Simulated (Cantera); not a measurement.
A closed system holds: 1 mol C3H8, 0.065 mol NH3, 2.1 mol H2, 1.6 mol H2O, at 2.20 mbar.

Method: chemical equilibrium by Gibbs-energy minimisation in Cantera with the NASA 1993 tables (ideal gas, pure condensed phases). Candidate condensed phases: C, C6H6, C7H8, C8H18, H2O; 136 gas species. Kinetics and transport are ignored.

### Question
What share of the C ends up in condensed phases as a function of T (°C), at 975, 1125, 1275, 1425, 1575, 1725, 1875, 2025, 2175, 2325?

### Answer
```tsv
T (°C)	C condensed (%)	as
975	46.7	C(graphite)
1125	46.7	C(graphite)
1275	46.6	C(graphite)
1425	46.6	C(graphite)
1575	46.4	C(graphite)
1725	46.0	C(graphite)
1875	45.3	C(graphite)
2025	44.1	C(graphite)
2175	42.1	C(graphite)
2325	38.6	C(graphite)
```
